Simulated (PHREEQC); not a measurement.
Solution (25 °C): 2 mol NaBr and 0.0021 mol Na2B4O7 per kg of water. Closed to the air; pH follows from the charge balance.

All values are PHREEQC results (Pitzer model, pitzer.dat), not measurements.

No solid was allowed to form.

Q: Predict the pH.

A: pH 8.94.

Q: In which forms is B present?

A: B(OH)3 50 %, B(OH)4- 50 % of the B.

Complexes and solids missing from the database can't appear. In brines, pH and single-ion activities rest on the MacInnes convention.
